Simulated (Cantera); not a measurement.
An adiabatic, constant-volume homogeneous reactor starts with 2.61 % CH₄, 0.261 % C₂H₆, 20.4 % O₂, 76.7 % N₂, at 1700 K and 101000 Pa.

Cantera simulation using GRI-Mech 3.0 (53 species, 325 reactions); the numbers are that mechanism's predictions, not measurements.

Question: Predict: time of steepest temperature rise; temperature at 0.600 s; equilibrium temperature; x(O₂) at 0.600 s; x(NO) at 0.600 s; x(NO₂) at 0.600 s; x(H₂) at 0.600 s; x(HO₂) at 0.600 s.

Answer: 
```json
{
  "time_of_steepest_temperature_rise": "55.2 µs",
  "temperature at 0.600 s": "2410 K",
  "equilibrium_temperature": "2410 K",
  "x(O₂) at 0.600 s": "0.132 (gas-phase equilibrium 0.132)",
  "x(NO) at 0.600 s": "0.0152 (gas-phase equilibrium 0.0152)",
  "x(NO₂) at 0.600 s": "1.42e-5 (gas-phase equilibrium 1.42e-5)",
  "x(H₂) at 0.600 s": "0.000486 (gas-phase equilibrium 0.000486)",
  "x(HO₂) at 0.600 s": "6.48e-6 (gas-phase equilibrium 6.48e-6)"
}
```
